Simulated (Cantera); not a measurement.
Input: 1 mol PH3, 0.29 mol O2, 0.16 mol H2, at 1300 °C and 1 atm.

These are equilibrium values from Cantera (NASA tables, ideal gas, pure condensed phases), not measurements of a reactor. Candidate condensed phases: H2O, P, P4O10; 17 gas species. Gases not in the tables: HPO2, HPO3 and P4O6. The numbers say what is thermodynamically allowed, not how fast it happens.

Base state: H2 0.532, H2O 0.243, P2 0.188, P4 0.0184, PO2 0.00962, PO 0.00870, PH3 9.01e-5, H 2.95e-5 (mole fractions); condensed: gas only.

### Question
What changes in the equilibrium state with this change: O2 from 0.29 to 0.023 mol?

### Answer
| species | before | after |
|---|---|---|
| H2 | 0.532 | 0.762 |
| P2 | 0.188 | 0.196 |
| H2O | 0.243 | 0.0211 |
| PO2 | 0.00962 | 3.61e-5 |
| P4 | 0.0184 | 0.0200 |
| PO | 0.00870 | 0.000539 |
| PH3 | 9.01e-5 | 0.000158 |
| PH | 1.31e-5 | 1.61e-5 |
| H | 2.95e-5 | 3.53e-5 |

### Question
What changes in the equilibrium state with this change: 0.67 mol H2O added?

### Answer
```
species   before     after
-------  -------  --------
H2         0.532     0.446
H2O        0.243     0.369
P2         0.188     0.135
PO2      0.00962    0.0267
P4        0.0184   0.00957
PO       0.00870    0.0134
P4O10    8.65e-7  0.000169
PH3      9.01e-5   5.87e-5
PH       1.31e-5   1.02e-5
H        2.95e-5   2.70e-5
```

### Question
What changes in the equilibrium state with this change: temperature from 1300 °C to 2950 °C?

### Answer
```csv
species,before,after
H2,0.532,0.478
H,2.95e-5,0.205
PO,0.00870,0.176
H2O,0.243,0.0202
P4,0.0184,6.16e-7
P,3.08e-6,0.0335
P2,0.188,0.0722
O,<1e-9,0.000867
O2,<1e-9,1.43e-5
```
